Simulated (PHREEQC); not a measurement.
Consider water at 30 °C with 0.0014 mol/kgw NH4HF2, 0.00143 mol/kgw (NH4)2SiF6, 0.00012 mol/kgw H3BO3 and 0.019 mol/kgw H2SO4. Closed to the air; pH follows from the charge balance.

Model: ion-association model, wateq4f.dat, run in PHREEQC.

No solid was allowed to form.

Q: Estimate the pH.

A: pH 1.66.

Q: In which forms is N present?

A: NH4+ 95 %, NH4SO4- 4.7 % of the N.

The solution is supersaturated, for example in Quartz (slow to form), Chalcedony (slow to form), so a real one may precipitate; this is no full list. Species that the database lacks are ignored. SiF6-2 is the database's only silicon fluoride. Real BF4- forms and hydrolyses slowly; the run takes it at equilibrium.
